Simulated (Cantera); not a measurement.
Input: 1 mol Si, 0.0048 mol O₂, 4.9 mol H₂, equilibrated at 13.3 mbar.

Equilibrium computed with Cantera from the NASA thermochemical tables; the gas is ideal and each condensed phase is pure. Candidate condensed phases: H₂O, Si, SiO₂; 18 gas species. Mutual solubility and eutectic melting of coexisting phases are not modelled. The tables hold silica as quartz up to 1696 K and as liquid above; real silica turns to tridymite and cristobalite and melts near 1996 K. Gases not in the tables: Si₂H₆ and higher silanes. Equilibrium is a limit: real reactors are often held back by kinetics, nucleation or transport.

x: gas mole fraction; n: condensed amount in mol.

| T (K) | x H₂ | x H | x Si | x SiO | x SiH | n Si(s) | n SiO₂(β-quartz) | n Si(l) |
|---|---|---|---|---|---|---|---|---|
| 925 | 1.00 | 2.26e-9 | <1e-12 | 1.32e-9 | <1e-12 | 0.995 | 0.00480 | 0 |
| 1075 | 1.000 | 1.27e-7 | <1e-12 | 7.17e-7 | … | 0.995 | 0.00480 | 0 |
| 1225 | 1.000 | 2.70e-6 | 2.59e-10 | 8.14e-5 | … | 0.995 | 0.00460 | 0 |
| 1375 | 0.998 | 2.96e-5 | 3.08e-8 | 0.00195 | … | 0.990 | 0 | 0 |
| 1525 | 0.998 | 0.000205 | 1.42e-6 | 0.00196 | … | 0.990 | 0 | 0 |
| 1675 | 0.997 | 0.00100 | 3.26e-5 | 0.00195 | … | 0.990 | 0 | 0 |
| 1825 | 0.994 | 0.00380 | 0.000341 | 0.00195 | … | 0 | 0 | 0.988 |
| 1975 | 0.984 | 0.0118 | 0.00242 | 0.00194 | … | 0 | 0 | 0.977 |

Q: Complete the blanks.

A: 
- 1075, x SiH: 2.41e-12
- 1225, x SiH: 3.84e-10
- 1375, x SiH: 2.00e-8
- 1525, x SiH: 4.73e-7
- 1675, x SiH: 6.30e-6
- 1825, x SiH: 4.17e-5
- 1975, x SiH: 0.000200
